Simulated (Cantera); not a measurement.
Feed: 1 mol Si, 1.3 mol Br2, 71 mol H2, equilibrated at 548.15 K and 100 Torr.

Method: chemical equilibrium by Gibbs-energy minimisation in Cantera with the NASA 1993 tables (ideal gas, pure condensed phases). Candidate condensed phases: Br2, Si; 19 gas species. Kinetics and transport are ignored.

Base state: H2 0.991, SiBr4 0.00834, SiHBr3 0.000942, SiH2Br2 4.88e-5, HBr 3.09e-5 (mole fractions); condensed: Si(s).

Question: What changes in the equilibrium state with this change: temperature from 548.15 K to 1200 K?

Answer: 
```csv
species,before,after
H2,0.991,0.967
HBr,3.09e-5,0.0308
SiBr2,<1e-9,0.00162
SiBr4,0.00834,0.000284
SiBr3,2.67e-9,8.21e-5
SiHBr3,0.000942,0.000146
SiH2Br2,4.88e-5,3.56e-5
"Si(s), mol",0.332,0.843
```
The tables' values for SiBr3 are old estimates; treat these amounts as uncertain.
